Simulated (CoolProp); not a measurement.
Vapour-liquid equilibrium of methane (1) + ethylene (2) at 172.2 K; x and y are mole fractions of (1).

Computed with CoolProp (multi-fluid Helmholtz-energy mixture model, Setzmann 1991 and Smukala 2000; pair parameters Bell 2016).

| x | bubble pressure (bar) | y at the bubble point | dew pressure at overall composition x (bar) | liquid density (mol/L) |
|---|---|---|---|---|
| 0.05 | 2.556 | 0.538 | 1.255 | 20.19 |
| 0.15 | 5.215 | 0.781 | 1.402 | 20.36 |
| 0.25 | 7.733 | 0.858 | 1.587 | 20.52 |
| 0.35 | 10.09 | 0.896 | 1.828 | 20.63 |
| 0.45 | 12.29 | 0.920 | 2.154 | 20.70 |
| 0.55 | 14.38 | 0.937 | 2.620 | 20.71 |
| 0.65 | 16.42 | 0.950 | 3.342 | 20.64 |
| 0.75 | 18.53 | 0.963 | 4.606 | 20.45 |
| 0.85 | 20.83 | 0.976 | 7.363 | 20.09 |
| 0.95 | 23.55 | 0.991 | 16.36 | 19.44 |

No azeotrope shows between x = 0.05 and 0.95.

The pair parameters rest on a limited set of measurements; away from them the model extrapolates. The gap from Raoult's law changes sign with composition, which may be real or a fault of the pair parameters; it wasn't checked against measurements.
